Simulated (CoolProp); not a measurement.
Vapour-liquid equilibrium of cis-2-butene (1) + methanol (2) at 95.35 °C; x and y are mole fractions of (1).

The numbers come from the multi-fluid Helmholtz-energy mixture model, Lemmon 2005 and de Reuck 1993; pair parameters Bell 2016 in CoolProp.

```json
[
 {"x": "0.05", "bubble pressure, mixture model (MPa)": "0.5758", "bubble pressure, Raoult's law (MPa)": "0.3542", "y, mixture model": "0.470", "y, Raoult's law": "0.182"},
 {"x": "0.125", "bubble pressure, mixture model (MPa)": "0.8924", "bubble pressure, Raoult's law (MPa)": "0.4282", "y, mixture model": "0.662", "y, Raoult's law": "0.377"},
 {"x": "0.2", "bubble pressure, mixture model (MPa)": "1.100", "bubble pressure, Raoult's law (MPa)": "0.5021", "y, mixture model": "0.728", "y, Raoult's law": "0.514"},
 {"x": "0.275", "bubble pressure, mixture model (MPa)": "1.216", "bubble pressure, Raoult's law (MPa)": "0.5761", "y, mixture model": "0.757", "y, Raoult's law": "0.616"},
 {"x": "0.35", "bubble pressure, mixture model (MPa)": "1.271", "bubble pressure, Raoult's law (MPa)": "0.6500", "y, mixture model": "0.770", "y, Raoult's law": "0.695"},
 {"x": "0.425", "bubble pressure, mixture model (MPa)": "1.293", "bubble pressure, Raoult's law (MPa)": "0.7240", "y, mixture model": "0.775", "y, Raoult's law": "0.758"},
 {"x": "0.5", "bubble pressure, mixture model (MPa)": "1.301", "bubble pressure, Raoult's law (MPa)": "0.7979", "y, mixture model": "0.778", "y, Raoult's law": "0.809"},
 {"x": "0.575", "bubble pressure, mixture model (MPa)": "1.309", "bubble pressure, Raoult's law (MPa)": "0.8719", "y, mixture model": "0.781", "y, Raoult's law": "0.851"},
 {"x": "0.65", "bubble pressure, mixture model (MPa)": "1.320", "bubble pressure, Raoult's law (MPa)": "0.9458", "y, mixture model": "0.788", "y, Raoult's law": "0.887"},
 {"x": "0.725", "bubble pressure, mixture model (MPa)": "1.335", "bubble pressure, Raoult's law (MPa)": "1.020", "y, mixture model": "0.801", "y, Raoult's law": "0.918"},
 {"x": "0.8", "bubble pressure, mixture model (MPa)": "1.349", "bubble pressure, Raoult's law (MPa)": "1.094", "y, mixture model": "0.826", "y, Raoult's law": "0.944"},
 {"x": "0.875", "bubble pressure, mixture model (MPa)": "1.352", "bubble pressure, Raoult's law (MPa)": "1.168", "y, mixture model": "0.867", "y, Raoult's law": "0.967"},
 {"x": "0.95", "bubble pressure, mixture model (MPa)": "1.330", "bubble pressure, Raoult's law (MPa)": "1.242", "y, mixture model": "0.933", "y, Raoult's law": "0.988"}
]
```

The largest gap from Raoult's law is +119.1 % in bubble pressure, at x = 0.2. y crosses x between x = 0.8 and 0.875: the model has an azeotrope there.

Pair parameters are fitted to limited data, so mixtures are less certain than the pure fluids. With so large a gap from Raoult's law the liquid may split in two, which this calculation doesn't test in full.
